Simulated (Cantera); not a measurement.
An adiabatic, constant-volume homogeneous reactor starts with CH4 : CO : O2 : N2 : CO2 = 1 : 0.45 : 1.85 : 6.97 : 0.24 (molar parts), equivalence ratio 1.2, at 1325 K and 101000 Pa. Integrator tolerance rtol = 1e-08.

Detailed kinetics in Cantera: GRI-Mech 3.0 (53 species, 325 reactions).

**Question.** What does this change do: pressure from 101000 Pa to 240000 Pa?

**Answer.** 
```json
[
 {"quantity": "time of steepest temperature rise", "before": "10.5 ms", "after": "5.45 ms"},
 {"quantity": "temperature at 8.00 s", "before": "2844 K", "after": "2914 K"},
 {"quantity": "equilibrium temperature", "before": "2844 K", "after": "2914 K"},
 {"quantity": "x(CH4) at 8.00 s", "before": "<1e-12 (gas-phase equilibrium <1e-12)", "after": "<1e-12 (gas-phase equilibrium <1e-12)"},
 {"quantity": "x(CO) at 8.00 s", "before": "0.0824 (gas-phase equilibrium 0.0824)", "after": "0.0800 (gas-phase equilibrium 0.0800)"},
 {"quantity": "x(O2) at 8.00 s", "before": "0.0109 (gas-phase equilibrium 0.0109)", "after": "0.00911 (gas-phase equilibrium 0.00911)"},
 {"quantity": "x(CH2CO) at 8.00 s", "before": "<1e-12 (gas-phase equilibrium <1e-12)", "after": "<1e-12 (gas-phase equilibrium <1e-12)"},
 {"quantity": "x(NO) at 8.00 s", "before": "0.00798 (gas-phase equilibrium 0.00798)", "after": "0.00802 (gas-phase equilibrium 0.00802)"}
]
```

**Question.** What does this change do: CO 0.45 to 0.23 parts?

**Answer.** 
```tsv
quantity	before	after
time of steepest temperature rise	10.5 ms	9.74 ms
temperature at 8.00 s	2844 K	2838 K
equilibrium temperature	2844 K	2838 K
x(CH4) at 8.00 s	<1e-12 (gas-phase equilibrium <1e-12)	<1e-12 (gas-phase equilibrium <1e-12)
x(CO) at 8.00 s	0.0824 (gas-phase equilibrium 0.0824)	0.0697 (gas-phase equilibrium 0.0697)
x(O2) at 8.00 s	0.0109 (gas-phase equilibrium 0.0109)	0.0126 (gas-phase equilibrium 0.0126)
x(CH2CO) at 8.00 s	<1e-12 (gas-phase equilibrium <1e-12)	<1e-12 (gas-phase equilibrium <1e-12)
x(NO) at 8.00 s	0.00798 (gas-phase equilibrium 0.00798)	0.00860 (gas-phase equilibrium 0.00860)
```
